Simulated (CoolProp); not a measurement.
Vapour-liquid equilibrium of propane (1) + cyclopropane (2) at 35.95 °C; x and y are mole fractions of (1).

Model: multi-fluid Helmholtz-energy mixture model, Lemmon 2009 and Polt 1992; pair parameters Bell 2016, in CoolProp. This equation is an older, rougher fit; its heat capacities, sound speeds and derivatives of the liquid may be far off and weren't checked against measurements.

```csv
x,"bubble pressure, mixture model (MPa)","bubble pressure, Raoult's law (MPa)","y, mixture model","y, Raoult's law"
0.05,0.9897,0.9771,0.071,0.064
0.15,1.039,1.005,0.198,0.186
0.25,1.084,1.034,0.311,0.301
0.35,1.123,1.062,0.414,0.411
0.45,1.157,1.090,0.508,0.514
0.55,1.186,1.118,0.597,0.613
0.65,1.209,1.147,0.684,0.706
0.75,1.228,1.175,0.769,0.795
0.85,1.240,1.203,0.858,0.880
0.95,1.246,1.232,0.951,0.961
```

The largest gap from Raoult's law is +6.1 % in bubble pressure, at x = 0.45. No azeotrope shows between x = 0.05 and 0.95.

Pair parameters are fitted to limited data, so mixtures are less certain than the pure fluids.
